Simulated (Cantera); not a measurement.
A perfectly stirred reactor is fed with H2 : O2 = 0.057 : 1 (molar parts), at 520 Pa; it is held at 1098 K, and followed from long to short residence time.

Computed with Cantera and the H2/O2 subset of GRI-Mech 3.0, which has no nitrogen chemistry. Radical loss at walls, strong at low pressure, is not modelled. The temperature is held fixed by assumption; the heat of reaction is taken as removed at once.

```json
[
 {"quantity": "x(H2) at τ = 25.0 s", "before": "6.42e-5", "after": "0.000177"},
 {"quantity": "x(O2) at τ = 25.0 s", "before": "0.943", "after": "0.944"},
 {"quantity": "x(O) at τ = 25.0 s", "before": "0.000941", "after": "0.000411"},
 {"quantity": "x(H) at τ = 25.0 s", "before": "5.50e-5", "after": "3.33e-5"},
 {"quantity": "x(H2O2) at τ = 25.0 s", "before": "3.11e-8", "after": "3.16e-8"},
 {"quantity": "x(H2) at τ = 0.320 s", "before": "0.000836", "after": "0.00208"},
 {"quantity": "x(O2) at τ = 0.320 s", "before": "0.930", "after": "0.938"},
 {"quantity": "x(O) at τ = 0.320 s", "before": "0.0126", "after": "0.00488"},
 {"quantity": "x(H) at τ = 0.320 s", "before": "0.00296", "after": "0.00218"},
 {"quantity": "x(H2O2) at τ = 0.320 s", "before": "4.60e-8", "after": "6.19e-8"}
]
```

**Question.** Name the change that produced these shifts.
A) temperature 1098 to 1150 K
B) pressure from 520 Pa to 2700 Pa
C) temperature 1098 to 925 K
D) temperature 1098 to 1050 K

**Answer.** C, temperature 1098 to 925 K
